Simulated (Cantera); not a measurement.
An adiabatic, constant-volume homogeneous reactor starts with CH₃OH : O₂ : N₂ = 1 : 2.17 : 9.57 (molar parts), equivalence ratio 0.69, at 1100 K and 6.22 atm.

Cantera simulation using GRI-Mech 3.0 (53 species, 325 reactions); the numbers are that mechanism's predictions, not measurements. GRI-Mech 3.0 was tuned for natural gas; its chemistry of methanol as a main component is partial and can be far from experiment.

Question: Predict: time of steepest temperature rise; temperature at 0.100 s; equilibrium temperature; x(O₂) at 0.100 s; x(NO) at 0.100 s; x(H₂) at 0.100 s; x(OH) at 0.100 s.

Answer: 
```json
{
  "time_of_steepest_temperature_rise": "14.5 ms",
  "temperature at 0.100 s": "2595 K",
  "equilibrium_temperature": "2595 K",
  "x(O₂) at 0.100 s": "0.0451 (gas-phase equilibrium 0.0451)",
  "x(NO) at 0.100 s": "0.0119 (gas-phase equilibrium 0.0119)",
  "x(H₂) at 0.100 s": "0.00161 (gas-phase equilibrium 0.00161)",
  "x(OH) at 0.100 s": "0.00795 (gas-phase equilibrium 0.00795)"
}
```
